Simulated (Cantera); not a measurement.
**Low-pressure radical oxidation in H2/O2**

An isothermal, constant-pressure homogeneous reactor starts with H₂ : O₂ = 0.0092 : 1 (molar parts), at 1150 K and 1330 Pa.

Cantera simulation using GRI-Mech 3.0 (53 species, 325 reactions); the numbers are that mechanism's predictions, not measurements. Radical loss at walls, strong at low pressure, is not modelled.

```tsv
t (s)	x H₂	x O₂	x OH	x O	x H₂O₂	x H	x HO₂
4.00e-5	0.00912	0.991	3.58e-11	3.65e-11	<1e-12	8.82e-11	1.24e-10
0.000163	0.00912	0.991	3.36e-10	3.65e-10	<1e-12	1.92e-10	5.04e-10
0.000661	0.00912	0.991	2.42e-9	3.16e-9	<1e-12	5.42e-10	2.05e-9
0.00269	0.00912	0.991	7.77e-8	1.17e-7	5.24e-12	1.33e-8	8.84e-9
0.0109	0.00279	0.985	0.00152	0.00443	1.09e-7	0.000674	1.84e-6
0.0444	3.09e-5	0.984	0.000557	0.00627	1.75e-8	0.000303	9.52e-7
0.180	1.53e-5	0.988	0.000394	0.00307	1.66e-8	0.000104	6.87e-7
0.733	3.05e-6	0.990	0.000177	0.000608	1.22e-8	9.24e-6	2.92e-7
2.98	3.03e-7	0.991	5.64e-5	6.13e-5	4.61e-9	2.97e-7	6.54e-8
12.1	2.92e-8	0.991	1.77e-5	5.98e-6	8.87e-10	9.08e-9	1.03e-8
49.2	3.85e-9	0.991	6.45e-6	7.96e-7	1.50e-10	4.42e-10	2.30e-9
200	7.36e-10	0.991	2.83e-6	1.54e-7	3.20e-11	3.74e-11	1.94e-9
```
x: mole fraction; the columns are a selection and need not sum to one.

Equilibrium at this temperature and pressure: H₂ 3.45e-10, O₂ 0.991, OH 1.94e-6, O 7.21e-8, H₂O₂ 1.58e-11, H 1.21e-11, HO₂ 2.47e-9 (gas phase only).
